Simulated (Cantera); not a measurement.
Moist CO burnout

A perfectly stirred reactor is fed with 0.108 % CO, 1.57 % O2, 0.304 % H2O, 98.0 % N2, equivalence ratio 0.034, at 0.540 bar; it is held at 1450 K, and followed from long to short residence time.

Detailed kinetics in Cantera: GRI-Mech 3.0 (53 species, 325 reactions).

```tsv
τ (s)	x CO	x O2	x H2O	x OH	x H2O2	x HO2
23	2.47e-6	0.0151	0.00303	1.27e-5	2.37e-10	1.34e-8
9.6	4.56e-6	0.0151	0.00303	1.64e-5	3.88e-10	2.28e-8
4.0	8.35e-6	0.0151	0.00303	2.13e-5	6.39e-10	3.89e-8
1.6	1.57e-5	0.0151	0.00302	2.81e-5	1.08e-9	6.74e-8
0.67	2.83e-5	0.0151	0.00302	3.66e-5	1.75e-9	1.11e-7
0.28	5.09e-5	0.0152	0.00301	4.75e-5	2.80e-9	1.75e-7
0.11	9.44e-5	0.0152	0.00300	6.21e-5	4.48e-9	2.72e-7
0.047	0.000163	0.0152	0.00299	7.76e-5	6.54e-9	3.79e-7
0.019	0.000285	0.0152	0.00297	9.43e-5	8.99e-9	4.96e-7
0.0079	0.000470	0.0153	0.00296	0.000104	1.05e-8	5.74e-7
```
x: mole fraction; the columns are a selection and need not sum to one.
